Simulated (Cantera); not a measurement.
An adiabatic, constant-volume homogeneous reactor starts with 22.7 % CH₃OH, 16.2 % O₂, 61.1 % N₂, equivalence ratio 2.1, at 1775 K and 9.87 atm.

Computed with Cantera and GRI-Mech 3.0 (53 species, 325 reactions). GRI-Mech 3.0 was tuned for natural gas; its chemistry of methanol as a main component is partial and can be far from experiment. Above 3000 K some thermodynamic fits are extrapolated.

Problem. Predict: time of steepest temperature rise; temperature at 6.00 s; equilibrium temperature; x(O₂) at 6.00 s; x(H₂O) at 6.00 s; x(HO₂) at 6.00 s; x(HCN) at 6.00 s.

Solution. 
```
Quantity                                                               Value
---------------------------------  -----------------------------------------
time of steepest temperature rise                                    2.40 µs
temperature at 6.00 s                                                 3075 K
equilibrium temperature                                               3075 K
x(O₂) at 6.00 s                    0.000372 (gas-phase equilibrium 0.000372)
x(H₂O) at 6.00 s                         0.206 (gas-phase equilibrium 0.206)
x(HO₂) at 6.00 s                     1.31e-6 (gas-phase equilibrium 1.31e-6)
x(HCN) at 6.00 s                     1.03e-6 (gas-phase equilibrium 1.03e-6)
```
